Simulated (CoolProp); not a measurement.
Ethylbenzene at 412.11 K and 0.0231 MPa is compressed adiabatically to 0.172 MPa with isentropic efficiency 0.75. Each further row changes one setting.

Computed with CoolProp (reference Helmholtz-energy equation of state, Zhou 2012).

| case | work (kJ/kg) | final temperature (K) | final density (kg/m³) |
|---|---|---|---|
| as stated | 88.4 | 465.7 | 4.95 |
| efficiency 1 | 66.3 | 453.9 | 5.10 |
| efficiency 0.65 | 102 | 473.0 | 4.86 |
